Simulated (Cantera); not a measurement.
Input: 1 mol BN, 16 mol HF, 7.4 mol N2, 3.4 mol F2, held at 825 K and 2.70 Pa.

Method: chemical equilibrium by Gibbs-energy minimisation in Cantera with the NASA 1993 tables (ideal gas, pure condensed phases). Candidate condensed phases: B, BN; 31 gas species. Rates play no part.

Problem. What is the equilibrium state?

Solution. 
* **x(HF)**: 0.559
* **x(N2)**: 0.276
* **x(F)**: 0.127
* **x(BF3)**: 0.0349
* **x(F2)**: 0.00298
* **gas amount**: 28.61 mol
* **log10 activity of B(s) (absent)**: -64.23
